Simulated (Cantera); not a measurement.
# Ignition delay

Mixture: 3.81 % CH₄, 0.952 % H₂, 18.0 % O₂, 77.3 % N₂, equivalence ratio 0.45, at 3500000 Pa, adiabatic and at constant volume. Ignition delay is the time to a rise of 400 K.

Detailed kinetics in Cantera: GRI-Mech 3.0 (53 species, 325 reactions). The pressure lies above the range GRI-Mech 3.0 was tuned for (to about 10 atm).

```csv
T0 (K),delay (ms)
1175,0.547
1275,0.160
1375,0.0612
1475,0.0278
1575,0.0140
1675,0.00749
1775,0.00421
```

The apparent activation energy between 1575 and 1775 K comes out as 140 kJ/mol.
